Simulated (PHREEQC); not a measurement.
1 kg of water holding 0.048 mol/kgw Na2CO3 and 0.032 mol/kgw KCl is evaporated at 5 °C; the solids stay in contact with the brine. No CO2 enters from the air. Solids allowed: Halite, Kalicinite, Nahcolite, Natron, Sylvite, Trona. Others were left out.

The series has 25 steps of water left (kg), from 1 to 0.009052.

All values are PHREEQC results (Pitzer model, pitzer.dat), not measurements.

Which solids form, in which order, and at which step of the series does each first stand?

Sylvite from water left = 0.01339 kg (pH 12.69).

Species that the database lacks are ignored. At this temperature some constants are extrapolated from 25 °C, and those without enthalpy data are left unchanged.
